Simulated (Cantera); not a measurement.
A Cantera script and what it prints.

```python
import numpy as np
import cantera as ct

gas_names = """
    CL CL2 H HCL H2 N NH NH2 NH3 N2 N2H2 N2H4 Si SiCL SiCL2 SiCL3 SiCL4 SiH SiHCL3 SiH2 SiH2CL2 SiH3
    SiH3CL SiH4 SiN Si2 Si2N Si3
""".split()
cond_names = """
    NH4CL(a) NH4CL(b) Si(cr) Si(L) Si3N4(a)
""".split()


# ... load() reads the species with a 1 bar reference pressure and builds the phases ...
atoms = {
    'SiH2Cl2': {'Si': 1, 'H': 2, 'CL': 2},
    'Cl2': {'CL': 2},
    'N2': {'N': 2},
}
top_T = {'Si3N4(a)': 2400}  # K; cautious upper limits of use, not melting points


# ... equilibrate(T, P, feed) seeds the gas with the atoms and calls Mixture.equilibrate('TP', solver="vcs", rtol=1e-11, max_steps=5000) ...
results = []
feed = {'SiH2Cl2': 1, 'Cl2': 0.063, 'N2': 5.3}  # mol
P = 50000  # Pa
for T in [1100, 1150, 1200, 1250, 1300, 1350, 1400, 1450, 1500, 1550]:
    mix = equilibrate(T, P, feed)
    results.append((T, P, feed, dict(zip(mix.species_names, mix.species_moles))))
    x = sorted(zip(gas.X, gas.species_names), reverse=True)
    print(f"T = {T:g} K  P = {P:g} Pa  gas = {mix.phase_moles(0):.4g} mol")
    print("   x: " + "  ".join(f"{s} {v:.3e}" for v, s in x if v > 0.001))
    print("   condensed (mol): " + ("  ".join(f"{mix.phase(i).name} {mix.phase_moles(i):.4g}"
          for i in range(1, mix.n_phases) if mix.phase_moles(i) > 1e-12) or "none"))
```

It prints:

```
T = 1100 K  P = 50000 Pa  gas = 6.612 mol
   x: N2 7.262e-01  HCL 1.690e-01  H2 6.661e-02  SiCL4 3.791e-02
   condensed (mol): Si3N4(a) 0.2491
T = 1150 K  P = 50000 Pa  gas = 6.614 mol
   x: N2 7.254e-01  HCL 1.723e-01  H2 6.491e-02  SiCL4 3.696e-02
   condensed (mol): Si3N4(a) 0.2509
T = 1200 K  P = 50000 Pa  gas = 6.616 mol
   x: N2 7.247e-01  HCL 1.752e-01  H2 6.338e-02  SiCL4 3.604e-02
   condensed (mol): Si3N4(a) 0.2524
T = 1250 K  P = 50000 Pa  gas = 6.619 mol
   x: N2 7.241e-01  HCL 1.777e-01  H2 6.202e-02  SiCL4 3.510e-02
   condensed (mol): Si3N4(a) 0.2536
T = 1300 K  P = 50000 Pa  gas = 6.622 mol
   x: N2 7.236e-01  HCL 1.798e-01  H2 6.083e-02  SiCL4 3.407e-02  SiCL3 1.003e-03
   condensed (mol): Si3N4(a) 0.2544
T = 1350 K  P = 50000 Pa  gas = 6.626 mol
   x: N2 7.230e-01  HCL 1.816e-01  H2 5.982e-02  SiCL4 3.284e-02  SiCL3 1.715e-03
   condensed (mol): Si3N4(a) 0.2546
T = 1400 K  P = 50000 Pa  gas = 6.633 mol
   x: N2 7.224e-01  HCL 1.827e-01  H2 5.904e-02  SiCL4 3.129e-02  SiCL3 2.787e-03  SiCL2 1.054e-03
   condensed (mol): Si3N4(a) 0.2541
T = 1450 K  P = 50000 Pa  gas = 6.645 mol
   x: N2 7.217e-01  HCL 1.831e-01  H2 5.855e-02  SiCL4 2.923e-02  SiCL3 4.302e-03  SiCL2 2.313e-03
   condensed (mol): Si3N4(a) 0.2522
T = 1500 K  P = 50000 Pa  gas = 6.664 mol
   x: N2 7.209e-01  HCL 1.823e-01  H2 5.846e-02  SiCL4 2.645e-02  SiCL3 6.272e-03  SiCL2 4.722e-03
   condensed (mol): Si3N4(a) 0.2482
T = 1550 K  P = 50000 Pa  gas = 6.693 mol
   x: N2 7.198e-01  HCL 1.800e-01  H2 5.893e-02  SiCL4 2.282e-02  SiCL2 8.945e-03  SiCL3 8.560e-03
   condensed (mol): Si3N4(a) 0.2413
```

Cantera equilibrium calculation (NASA polynomials, part measured and part estimated; ideal gas, pure solids and liquids). N2 is the only nitrogen source here; it is nearly inert below about 1500 K, so the nitride shown seldom forms there in practice. The tables' values for SiCl3 are old estimates; treat these amounts as uncertain.
